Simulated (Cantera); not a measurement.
Feed: 1 mol CCl₄, 0.031 mol Si, 1.8 mol H₂, equilibrated at 1377 °C and 9.75 Torr.

These are equilibrium values from Cantera (NASA tables, ideal gas, pure condensed phases), not measurements of a reactor. Candidate condensed phases: C, C₆H₆, C₇H₈, C₈H₁₈, Si, SiC; 109 gas species. The tables' values for SiCl₃ are old estimates; treat these amounts as uncertain. Rates play no part.

Question: What is the equilibrium state?

Answer: 
```
Item                                 Result
--------------------------------  ---------
x(HCl)                                0.923
x(Cl)                                0.0660
x(SiCl₄)                            0.00765
x(Cl₂)                              0.00264
x(SiCl₃)                           0.000278
x(H₂)                               7.64e-5
x(SiCl₂)                            2.22e-5
x(H)                                6.96e-6
n(C(graphite))                    1.000 mol
gas amount                        3.898 mol
log10 activity of Si(s) (absent)      -9.25
```
